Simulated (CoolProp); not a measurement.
A single-stage vapour-compression cycle with the fluid: evaporating at 286.15 K (dew point), condensing at 327.15 K (bubble point), superheat 8 K, subcooling 5 K, compressor efficiency 0.6, no pressure losses. The same conditions are run with several fluids, on thermodynamics alone (safety and materials aside).

The numbers come from the reference Helmholtz-energy equation of state of each fluid (R114: Platzer 1990; dimethyl ether: Wu 2011; R143a: Lemmon and Jacobsen 2000; n-perfluorohexane: Gao 2022; R407C: Lemmon 2003; sulfur dioxide: Gao 2016) in CoolProp. The equations of Platzer and Polt are older, rougher fits. Blends and air are pseudo-pure fits.

```csv
fluid,cooling COP,pressure ratio,discharge temperature (K),refrigerating effect (kJ/kg),volumetric capacity (kJ/m³)
R114,3.56,3.47,339.7,102,1070
dimethyl ether,3.60,3.06,364.1,341,2880
R143a,3.07,2.77,351.6,122,4680
n-perfluorohexane,3.31,5.38,327.1,64.5,153
R407C,2.87,3.42,367.9,148,4270
sulfur dioxide,3.62,3.65,432.1,323,2290
```

The compression ends wet for: n-perfluorohexane.
